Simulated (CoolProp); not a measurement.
C2F6 (R116) along the isotherm 425 K: density (kg/m³) from the reference equation and from simpler models built on Tc = 293.0 K, pc = 30.48 bar, ω = 0.257; each cubic takes its own stable root.

Computed with CoolProp (reference Helmholtz-energy equation of state, Lemmon 2006). It is a short technical equation, of lower accuracy than the large ones.

| p (bar) | phase | reference |
|---|---|---|
| 33.9 | supercritical | 144.7 |
| 67.7 | supercritical | 310.1 |
| 102 | supercritical | 481.0 |
| 135 | supercritical | 622.8 |
| 169 | supercritical | 736.4 |
| 203 | supercritical | 823.2 |
| 237 | supercritical | 891.6 |
| 271 | supercritical | 947.4 |
| 305 | supercritical | 994.4 |

Question: How far does each simpler model (ideal gas, van der Waals, Soave-Redlich-Kwong, Peng-Robinson) lie from the reference over these 9 states: mean and median of the absolute difference, and the worst?

Answer: 
- ideal gas: mean 11.7 %, median 11.7 %, worst +19.8 % at 425 K and 305 bar
- van der Waals: mean 7.5 %, median 6.7 %, worst +13.9 % at 425 K and 67.7 bar
- Soave-Redlich-Kwong: mean 3.3 %, median 3.1 %, worst -5.5 % at 425 K and 135 bar
- Peng-Robinson: mean 3.0 %, median 1.6 %, worst +7.1 % at 425 K and 305 bar
